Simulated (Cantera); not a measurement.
An isothermal, constant-pressure homogeneous reactor starts with 14.1 % C2H6, 85.9 % N2, at 1125 K and 0.250 bar.

Computed with Cantera and GRI-Mech 3.0 (53 species, 325 reactions). GRI-Mech 3.0 stops at C3 and has no aromatics, soot or wall deposition, so with more carbon than oxygen in the feed, carbon stays in small species such as C2H2 where larger ones or solid carbon would form.

x: mole fraction; the columns are a selection and need not sum to one.

```csv
t (s),x C2H6,x C2H4,x H2,x C2H2,x H,x CH2
2.00e-5,0.141,1.96e-9,1.81e-9,<1e-12,2.86e-10,<1e-12
7.66e-5,0.141,1.02e-7,9.84e-8,<1e-12,4.04e-9,<1e-12
0.000294,0.141,?,?,9.71e-12,?,1.74e-12
0.00112,0.141,0.000133,0.000132,7.72e-9,2.82e-7,9.45e-12
0.00431,0.139,0.00182,0.00178,1.57e-6,7.23e-7,5.18e-11
0.0165,0.128,0.0105,0.0103,5.13e-5,8.25e-7,6.09e-11
0.0632,?,?,?,?,?,5.08e-11
0.242,0.0251,0.0916,0.0958,0.00458,1.16e-6,2.38e-11
0.928,0.00193,0.0993,0.121,0.0144,5.60e-7,2.72e-12
3.56,0.00106,0.0837,0.131,0.0280,4.39e-7,1.59e-12
13.6,0.000866,0.0656,0.138,0.0418,3.83e-7,1.47e-12
52.2,0.000707,0.0579,0.127,0.0436,2.66e-7,1.27e-12
200,0.000525,0.0498,0.109,0.0435,1.55e-7,<1e-12
```

### Question
What belongs in the gaps?

### Answer

- 0.000294, x C2H4: 4.58e-6
- 0.000294, x H2: 4.54e-6
- 0.000294, x H: 4.50e-8
- 0.0632, x C2H6: 0.0932
- 0.0632, x C2H4: 0.0392
- 0.0632, x H2: 0.0389
- 0.0632, x C2H2: 0.000638
- 0.0632, x H: 9.59e-7
